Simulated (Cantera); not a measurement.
Source: NASA polynomial tables (part measured, part estimated), evaluated in Cantera. Values are per mole of reaction as written; species without (g) are pure solids or liquids, kept so even where they would boil at 1 bar. NbO: taken at fixed stoichiometry.

Question: Between 2248 and 2748 K, where is each reaction favourable under standard conditions?
- 2 Nb2O5 + 2 H(g) → H2O2(g) + 4 NbO2
- O2(g) + 2 NbO → 2 NbO2(g)

Answer: 
- 2 Nb2O5 + 2 H(g) → H2O2(g) + 4 NbO2: ΔG° is 233 kJ at 2248 K and 252 kJ at 2748 K; it stays positive (K < 1). ΔH° is 126 kJ and ΔS° -46 J/K at 2748 K.
- O2(g) + 2 NbO → 2 NbO2(g): ΔG° is -51 kJ at 2248 K and -106 kJ at 2748 K; it stays negative (K > 1). ΔH° is 181 kJ and ΔS° 105 J/K at 2748 K.
